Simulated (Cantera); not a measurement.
Equilibrium for sublimation and decomposition of ceramics: Al2O3 + N2

A closed system holds: 1 mol Al2O3, 5.6 mol N2, equilibrated at 2450 °C and 0.00710 bar.

Cantera equilibrium calculation (NASA polynomials, part measured and part estimated; ideal gas, pure solids and liquids). Candidate condensed phases: Al, AlN, Al2O3; 16 gas species. Kinetics and transport are ignored.

```json
{
  "x(N2)": "0.964",
  "x(O)": "0.0155",
  "x(Al)": "0.00901",
  "x(AlO)": "0.00611",
  "x(NO)": "0.00260",
  "x(Al2O)": "0.00180",
  "x(O2)": "0.00107",
  "x(Al2O2)": "6.62e-5",
  "x(N)": "2.27e-5",
  "n(Al2O3(l))": "0.945 mol",
  "gas_amount": "5.802 mol",
  "log10 activity of Al(l) (absent)": "-4.05"
}
```
